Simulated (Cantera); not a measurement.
## Thermodynamics of carbothermic reduction, feed Fe2O3 + CH4 + CO

Input: 1 mol Fe2O3, 2.4 mol CH4, 0.024 mol CO, at 13.3 mbar.

These are equilibrium values from Cantera (NASA tables, ideal gas, pure condensed phases), not measurements of a reactor. Candidate condensed phases: C, C6H6, C7H8, C8H18, Fe, Fe(CO)5, FeO, Fe(OH)2, Fe(OH)3, Fe2O3, Fe3O4, H2O; 114 gas species. Kinetics and transport are ignored.

```csv
T (°C),log p H2,log p CO,log p Fe,log p H2O,log p CO2,log p H,n Fe(α),n Fe(γ),n Fe(δ),n Fe(l)
652,-2.08,-2.41,<-13,-3.25,-3.27,-10.63,2.00,0,0,0
752,-2.09,-2.39,-13.31,-3.17,-3.36,-9.40,2.00,0,0,0
852,-2.09,-2.38,-11.47,-3.12,-3.46,-8.40,2.00,0,0,0
952,-2.09,-2.38,-9.95,-3.09,-3.54,-7.55,0,2.00,0,0
1052,-2.10,-2.37,-8.66,-3.06,-3.61,-6.83,0,2.00,0,0
1152,-2.10,-2.37,-7.55,-3.05,-3.68,-6.22,0,2.00,0,0
1252,-2.10,-2.37,-6.60,-3.04,-3.73,-5.68,0,2.00,0,0
1352,-2.10,-2.37,-5.76,-3.03,-3.78,-5.20,0,2.00,0,0
1452,-2.10,-2.36,-5.03,-3.02,-3.83,-4.78,0,0,1.99,0
1552,-2.11,-2.36,-4.38,-3.02,-3.87,-4.41,0,0,0,1.98
1652,-2.11,-2.37,-3.82,-3.02,-3.91,-4.08,0,0,0,1.92
1752,-2.13,-2.38,-3.32,-3.03,-3.95,-3.78,0,0,0,1.73
1852,-2.17,-2.41,-2.87,-3.06,-4.01,-3.52,0,0,0,1.17
1952,-2.24,-2.47,-2.55,-3.13,-4.09,-3.31,0,0,0,0
```
log p: log10 of the partial pressure in bar; n: condensed amount in mol.

From 652 °C to 852 °C the condensed part is Fe(α). From 952 °C to 1352 °C the condensed part is Fe(γ). At 1452 °C the condensed part is Fe(δ). From 1552 °C to 1852 °C the condensed part is Fe(l). At 1952 °C nothing is condensed.
